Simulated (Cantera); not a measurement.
Cantera run, input and output.

```python
import numpy as np
import cantera as ct

surf = ct.Interface("ptcombust.yaml", "Pt_surf")
gas = surf.adjacent["gas"]
gas.TPX = 300, 3300, {'CH4': 0.044, 'O2': 0.099, 'N2': 0.79}
jet = ct.ImpingingJet(gas=gas, width=0.027, surface=surf)
jet.inlet.mdot, jet.inlet.T, jet.inlet.X = 0.16, 300, {'CH4': 0.044, 'O2': 0.099, 'N2': 0.79}
jet.set_refine_criteria(ratio=10, slope=0.2, curve=0.3)
show, cover = ['CH4', 'O2', 'H2O', 'OH', 'CO', 'CO2'], ["PT(S)", "H(S)", "O(S)", "OH(S)", "CO(S)", "C(S)"]

rows = []
print(f"{'Ts/K':>7s}" + "".join(f"{s:>11s}" for s in show + cover) + "   (gas at the wall, coverages)")
for i, Ts in enumerate([950, 1000, 1050, 1100, 1150, 1200, 1250]):
    jet.surface.T = Ts
    if i == 0:
        surf.TP = Ts, 3300
        surf.coverages = "PT(S):0.5, O(S):0.5"
        surf.advance_coverages(1.0)
        jet.set_initial_guess(products="inlet")
    jet.solve(loglevel=0, auto=(i == 0))
    rows.append([*(jet.X[gas.species_index(s), -1] for s in show), *surf[cover].coverages])
    print(f"{Ts:7g}" + "".join(f"{x:11.3e}" for x in rows[-1]))
```

Output:

```
   Ts/K        CH4         O2        H2O         OH         CO        CO2      PT(S)       H(S)       O(S)      OH(S)      CO(S)       C(S)   (gas at the wall, coverages)
    950  3.646e-02  8.319e-02  2.004e-02  1.065e-07  2.307e-05  1.316e-02  3.501e-01  1.461e-07  6.492e-01  6.772e-04  1.291e-05  6.186e-08
   1000  3.224e-02  7.418e-02  2.787e-02  3.062e-07  2.851e-05  1.835e-02  4.326e-01  3.279e-07  5.667e-01  6.893e-04  1.066e-05  6.672e-08
   1050  2.826e-02  6.573e-02  3.518e-02  7.726e-07  3.468e-05  2.322e-02  5.139e-01  6.521e-07  4.854e-01  6.608e-04  8.674e-06  6.913e-08
   1100  2.484e-02  5.849e-02  4.143e-02  1.733e-06  4.215e-05  2.738e-02  5.912e-01  1.180e-06  4.082e-01  6.057e-04  7.077e-06  7.026e-08
   1150  2.207e-02  5.264e-02  4.647e-02  3.524e-06  5.178e-05  3.075e-02  6.624e-01  1.986e-06  3.371e-01  5.369e-04  5.870e-06  7.123e-08
   1200  1.990e-02  4.810e-02  5.036e-02  6.600e-06  6.469e-05  3.334e-02  7.260e-01  3.158e-06  2.735e-01  4.640e-04  4.988e-06  7.276e-08
   1250  1.825e-02  4.471e-02  5.325e-02  1.153e-05  8.239e-05  3.527e-02  7.809e-01  4.793e-06  2.187e-01  3.935e-04  4.352e-06  7.522e-08
```

Computed with Cantera and Deutschmann's 1995 Pt surface mechanism with GRI-Mech 3.0 gas chemistry. Catalytic surfaces can have several steady states; this one follows from the mechanism file's or the stated starting coverage.
